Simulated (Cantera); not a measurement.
Ammonia decomposition in nitride growth gas

An isothermal, constant-pressure homogeneous reactor starts with NH₃ : H₂ = 9.5 : 0.28 (molar parts), at 1725 K and 0.0493 atm.

Model: the gas-phase N/H chemistry of the illustrative SiF4/NH3 mechanism in the Surface Chemkin manual (1991), integrated in Cantera. Walls and surfaces, which speed up NH3 decomposition in real reactors, are not modelled.

```json
[
 {"t (s)": "0.000400", "x NH₃": "0.971", "x H₂": "0.0286", "x N": "<1e-12", "x NH₂": "1.24e-5", "x N₂H₄": "4.52e-11", "x N₂H₂": "1.96e-9", "x NH": "2.20e-9"},
 {"t (s)": "0.00102", "x NH₃": "0.971", "x H₂": "0.0286", "x N": "3.13e-11", "x NH₂": "3.17e-5", "x N₂H₄": "3.08e-10", "x N₂H₂": "1.83e-8", "x NH": "1.78e-8"},
 {"t (s)": "0.00261", "x NH₃": "0.971", "x H₂": "0.0287", "x N": "5.90e-10", "x NH₂": "8.05e-5", "x N₂H₄": "2.02e-9", "x N₂H₂": "1.45e-7", "x NH": "1.17e-7"},
 {"t (s)": "0.00666", "x NH₃": "0.971", "x H₂": "0.0288", "x N": "5.54e-9", "x NH₂": "0.000195", "x N₂H₄": "1.20e-8", "x N₂H₂": "9.98e-7", "x NH": "6.02e-7"},
 {"t (s)": "0.0170", "x NH₃": "0.970", "x H₂": "0.0295", "x N": "1.79e-8", "x NH₂": "0.000337", "x N₂H₄": "3.57e-8", "x N₂H₂": "3.23e-6", "x NH": "1.52e-6"},
 {"t (s)": "0.0434", "x NH₃": "0.966", "x H₂": "0.0321", "x N": "2.15e-8", "x NH₂": "0.000356", "x N₂H₄": "3.97e-8", "x N₂H₂": "3.62e-6", "x NH": "1.68e-6"},
 {"t (s)": "0.111", "x NH₃": "0.957", "x H₂": "0.0388", "x N": "2.52e-8", "x NH₂": "0.000352", "x N₂H₄": "3.88e-8", "x N₂H₂": "3.56e-6", "x NH": "1.74e-6"},
 {"t (s)": "0.283", "x NH₃": "0.935", "x H₂": "0.0555", "x N": "3.33e-8", "x NH₂": "0.000343", "x N₂H₄": "3.69e-8", "x N₂H₂": "3.41e-6", "x NH": "1.84e-6"},
 {"t (s)": "0.722", "x NH₃": "0.881", "x H₂": "0.0956", "x N": "4.79e-8", "x NH₂": "0.000326", "x N₂H₄": "3.33e-8", "x N₂H₂": "3.06e-6", "x NH": "1.98e-6"},
 {"t (s)": "1.84", "x NH₃": "0.763", "x H₂": "0.184", "x N": "6.67e-8", "x NH₂": "0.000293", "x N₂H₄": "2.69e-8", "x N₂H₂": "2.37e-6", "x NH": "2.08e-6"},
 {"t (s)": "4.71", "x NH₃": "0.549", "x H₂": "0.343", "x N": "8.33e-8", "x NH₂": "0.000235", "x N₂H₄": "1.73e-8", "x N₂H₂": "1.40e-6", "x NH": "2.01e-6"},
 {"t (s)": "12.0", "x NH₃": "0.282", "x H₂": "0.543", "x N": "9.23e-8", "x NH₂": "0.000150", "x N₂H₄": "7.01e-9", "x N₂H₂": "5.35e-7", "x NH": "1.67e-6"},
 {"t (s)": "30.7", "x NH₃": "0.0847", "x H₂": "0.690", "x N": "8.79e-8", "x NH₂": "6.48e-5", "x N₂H₄": "1.31e-9", "x N₂H₂": "1.07e-7", "x NH": "1.06e-6"},
 {"t (s)": "78.3", "x NH₃": "0.0112", "x H₂": "0.745", "x N": "6.98e-8", "x NH₂": "1.55e-5", "x N₂H₄": "7.43e-11", "x N₂H₂": "7.79e-9", "x NH": "4.61e-7"},
 {"t (s)": "200", "x NH₃": "0.000705", "x H₂": "0.752", "x N": "2.33e-8", "x NH₂": "1.69e-6", "x N₂H₄": "<1e-12", "x N₂H₂": "1.21e-10", "x NH": "8.80e-8"}
]
```
x: mole fraction; the columns are a selection and need not sum to one.

Equilibrium at this temperature and pressure: NH₃ 5.52e-7, H₂ 0.753, N 2.01e-11, NH₂ 1.37e-9, N₂H₄ <1e-12, N₂H₂ <1e-12, NH 7.36e-11 (gas phase only).
